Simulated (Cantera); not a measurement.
Si + HCl (silicon etching in halogen gases)

Feed: 1 mol Si, 21 mol HCl, equilibrated at 1202 °C and 0.133 bar.

These are equilibrium values from Cantera (NASA tables, ideal gas, pure condensed phases), not measurements of a reactor. Candidate condensed phases: Si; 19 gas species. The tables' values for SiCl3 are old estimates; treat these amounts as uncertain. Rates play no part.

```
Quantity                             Result
--------------------------------  ---------
x(HCl)                                0.855
x(H2)                                0.0956
x(SiCl4)                             0.0436
x(SiCl3)                            0.00433
x(SiCl2)                            0.00146
x(SiHCl3)                          0.000461
x(Cl)                               7.95e-5
x(H)                                1.10e-5
gas amount                        20.07 mol
log10 activity of Si(s) (absent)      -4.22
```
